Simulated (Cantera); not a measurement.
A closed system holds: 1 mol Fe, 24 mol H2O, 24 mol CO, equilibrated at 1450 K and 0.120 bar.

Cantera equilibrium calculation (NASA polynomials, part measured and part estimated; ideal gas, pure solids and liquids). Candidate condensed phases: C, C6H6, C7H8, C8H18, Fe, Fe(CO)5, FeO, Fe(OH)2, Fe(OH)3, Fe2O3, Fe3O4, H2O; 114 gas species. The tables' stoichiometric FeO is somewhat more stable than real wüstite, so its field is too wide. FeO: taken at fixed stoichiometry. Equilibrium is a limit: real reactors are often held back by kinetics, nucleation or transport.

Base state: CO 0.314, H2O 0.293, H2 0.207, CO2 0.186, H 1.24e-5 (mole fractions); condensed: FeO(s).

Problem. What changes in the equilibrium state with this change: temperature from 1450 K to 1098.15 K?

Solution. 
| species | before | after |
|---|---|---|
| CO | 0.314 | 0.261 |
| H2 | 0.207 | 0.260 |
| H2O | 0.293 | 0.240 |
| CO2 | 0.186 | 0.239 |
| H | 1.24e-5 | 3.65e-8 |
| FeO(s), mol | 1.000 | 1.000 |

Problem. What changes in the equilibrium state with this change: temperature from 1450 K to 900 K?

Solution. 
```
species       before     after
-----------  -------  --------
H2             0.207     0.311
CO2            0.186     0.291
CO             0.314     0.209
H2O            0.293     0.189
CH4          1.13e-9  0.000363
H            1.24e-5     <1e-9
FeO(s), mol    1.000      1.00
```
